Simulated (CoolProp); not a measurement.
Vapour-liquid equilibrium of isohexane (1) + n-heptane (2) at 9.84 bar; x and y are mole fractions of (1).

Computed with CoolProp (multi-fluid Helmholtz-energy mixture model, Lemmon 2006 and Span 2003; pair parameters Bell 2016).

Q: Give the bubble temperature and the first vapour's composition at x = 0.05, 0.15, 0.45. Is there an azeotrope?

A: x = 0.05: 470.6 K, y = 0.081; x = 0.15: 465.1 K, y = 0.231; x = 0.45: 450.3 K, y = 0.592. No azeotrope shows between x = 0.05 and 0.95.

Pair parameters are fitted to limited data, so mixtures are less certain than the pure fluids.
